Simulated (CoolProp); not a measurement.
A single-stage vapour-compression cycle with the fluid: evaporating at 203.15 K (dew point), condensing at 271.15 K (bubble point), superheat 10 K, subcooling 0 K, compressor efficiency 0.9, no pressure losses. The same conditions are run with several fluids, on thermodynamics alone (safety and materials aside).

The numbers come from the reference Helmholtz-energy equation of state of each fluid (ethylene: Smukala 2000; nitrous oxide: Lemmon 2006; R22: Kamei 1995; C2F6 (R116): Lemmon 2006; propane: Lemmon 2009; ethane: Bücker 2006) in CoolProp.

```json
[
 {"fluid": "ethylene", "cooling COP": "(withheld)", "pressure ratio": "(withheld)", "discharge temperature (K)": "(withheld)", "refrigerating effect (kJ/kg)": "(withheld)", "volumetric capacity (kJ/m³)": "2060"},
 {"fluid": "nitrous oxide", "cooling COP": "(withheld)", "pressure ratio": "10.9", "discharge temperature (K)": "381.3", "refrigerating effect (kJ/kg)": "232", "volumetric capacity (kJ/m³)": "1640"},
 {"fluid": "R22", "cooling COP": "2.00", "pressure ratio": "22.8", "discharge temperature (K)": "361.7", "refrigerating effect (kJ/kg)": "182", "volumetric capacity (kJ/m³)": "183"},
 {"fluid": "C2F6 (R116)", "cooling COP": "1.32", "pressure ratio": "11.4", "discharge temperature (K)": "283.4", "refrigerating effect (kJ/kg)": "44.8", "volumetric capacity (kJ/m³)": "564"},
 {"fluid": "propane", "cooling COP": "2.02", "pressure ratio": "18.3", "discharge temperature (K)": "320.1", "refrigerating effect (kJ/kg)": "(withheld)", "volumetric capacity (kJ/m³)": "191"},
 {"fluid": "ethane", "cooling COP": "1.74", "pressure ratio": "(withheld)", "discharge temperature (K)": "(withheld)", "refrigerating effect (kJ/kg)": "284", "volumetric capacity (kJ/m³)": "1270"}
]
```

Q: What belongs in the gaps?

A: 
- ethylene, cooling COP: 1.45
- ethylene, pressure ratio: 7.57
- ethylene, discharge temperature (K): 344.7
- ethylene, refrigerating effect (kJ/kg): 230
- nitrous oxide, cooling COP: 1.73
- propane, refrigerating effect (kJ/kg): 311
- ethane, pressure ratio: 9.10
- ethane, discharge temperature (K): 330.1
